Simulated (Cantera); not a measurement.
# Thermodynamics of silicon oxide and oxynitride deposition, feed SiH4 + O2

Input: 1 mol SiH4, 21 mol O2, at 0.133 bar.

These are equilibrium values from Cantera (NASA tables, ideal gas, pure condensed phases), not measurements of a reactor. Candidate condensed phases: H2O, Si, SiO2; 18 gas species. The tables hold silica as quartz up to 1696 K and as liquid above; real silica turns to tridymite and cristobalite and melts near 1996 K. Rates play no part.

| T (K) | x O2 | x H2O | x OH | x O | x HO2 | x H2 | n SiO2(α-quartz) | n SiO2(β-quartz) |
|---|---|---|---|---|---|---|---|---|
| 600 | 0.905 | 0.0952 | <1e-12 | <1e-12 | <1e-12 | <1e-12 | 1.00 | 0 |
| 650 | 0.905 | 0.0952 | 7.36e-12 | <1e-12 | <1e-12 | <1e-12 | 1.00 | 0 |
| 700 | 0.905 | 0.0952 | 6.25e-11 | <1e-12 | 1.74e-12 | <1e-12 | 1.00 | 0 |
| 750 | 0.905 | 0.0952 | 4.00e-10 | <1e-12 | 7.99e-12 | <1e-12 | 1.00 | 0 |
| 800 | 0.905 | 0.0952 | 2.03e-9 | <1e-12 | 3.03e-11 | <1e-12 | 1.00 | 0 |
| 850 | 0.905 | 0.0952 | 8.52e-9 | 1.93e-12 | 9.80e-11 | <1e-12 | 0 | 1.00 |
| 900 | 0.905 | 0.0952 | 3.05e-8 | 1.40e-11 | 2.79e-10 | <1e-12 | 0 | 1.00 |
| 950 | 0.905 | 0.0952 | 9.56e-8 | 8.28e-11 | 7.10e-10 | 5.00e-12 | 0 | 1.00 |
| 1000 | 0.905 | 0.0952 | 2.67e-7 | 4.10e-10 | 1.65e-9 | 2.40e-11 | 0 | 1.00 |
| 1050 | 0.905 | 0.0952 | 6.78e-7 | 1.74e-9 | 3.53e-9 | 9.92e-11 | 0 | 1.00 |
| 1100 | 0.905 | 0.0952 | 1.58e-6 | 6.50e-9 | 7.05e-9 | 3.61e-10 | 0 | 1.00 |
| 1150 | 0.905 | 0.0952 | 3.43e-6 | 2.17e-8 | 1.33e-8 | 1.18e-9 | 0 | 1.00 |
x: gas mole fraction; n: condensed amount in mol.

From 600 K to 800 K the condensed part is SiO2(α-quartz). From 850 K to 1150 K the condensed part is SiO2(β-quartz).
